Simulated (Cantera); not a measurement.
Input: 1 mol PbF₂, 1.7 mol H₂, held at 850 K and 0.150 Pa.

These are equilibrium values from Cantera (NASA tables, ideal gas, pure condensed phases), not measurements of a reactor. Candidate condensed phases: Pb, PbF₂; 16 gas species. Rates play no part.

Q: What is the equilibrium state?

A: 
```
Property        Value
----------  ---------
x(HF)           0.584
x(Pb)           0.212
x(H₂)           0.204
x(PbF)        8.81e-6
n(Pb(l))    0.273 mol
gas amount  3.427 mol
```
